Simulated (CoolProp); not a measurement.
The numbers come from the reference Helmholtz-energy equation of state, Akasaka 2022 in CoolProp.

### Question
Give the vapour pressure (kPa), liquid density (kg/m³), liquid cp (kJ/(kg K)), vapour Z of saturated R1233zd(E) at 311.5 K.

### Answer
```json
[
 {"T (K)": "311.5", "p (kPa)": "205", "liquid density (kg/m³)": "1230", "liquid cp (kJ/(kg K))": "1.22", "vapour Z": "0.931"}
]
```
